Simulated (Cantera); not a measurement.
A closed system holds: 1 mol CH3SiCl3, 5.7 mol H2, equilibrated at 1175 K and 18000 Pa.

These are equilibrium values from Cantera (NASA tables, ideal gas, pure condensed phases), not measurements of a reactor. Candidate condensed phases: C, C6H6, C7H8, C8H18, Si, SiC; 109 gas species. The feed counts by its element totals alone. The tables' values for SiCl3 are old estimates; treat these amounts as uncertain. Rates play no part.

Q: What is the equilibrium state?

A: 
```json
{
  "x(H2)": "0.744",
  "x(HCl)": "0.218",
  "x(SiCl4)": "0.0322",
  "x(SiHCl3)": "0.00259",
  "x(CH4)": "0.00191",
  "x(SiCl3)": "0.000832",
  "x(SiCl2)": "0.000210",
  "x(SiH2Cl2)": "2.68e-5",
  "n(C(graphite))": "0.285 mol",
  "n(SiC(s))": "0.699 mol",
  "gas_amount": "8.388 mol",
  "log10 activity of Si(s) (absent)": "-2.84"
}
```
